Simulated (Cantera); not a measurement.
Ignition delay

Mixture: 47.7 % H2, 11.4 % O2, 40.9 % N2, equivalence ratio 2.1, at 28.6 atm, adiabatic and at constant volume. Ignition delay is the time to a rise of 400 K.

Cantera simulation using the H2/O2 subset of GRI-Mech 3.0, which has no nitrogen chemistry; the numbers are that mechanism's predictions, not measurements. The hydrogen kinetics of GRI-Mech 3.0 are dated; newer H2 mechanisms differ, most at raised pressure. The pressure lies above the range GRI-Mech 3.0 was tuned for (to about 10 atm). Below about 950 K walls govern HO2 and H2O2 in real vessels.

```tsv
T0 (K)	delay (ms)
900	36.5
975	5.69
1050	1.17
1125	0.290
1200	0.0814
1275	0.0238
1350	0.00671
1425	0.00190
1500	0.000818
```

apparent activation energy between 1350 and 1500 K: 240 kJ/mol
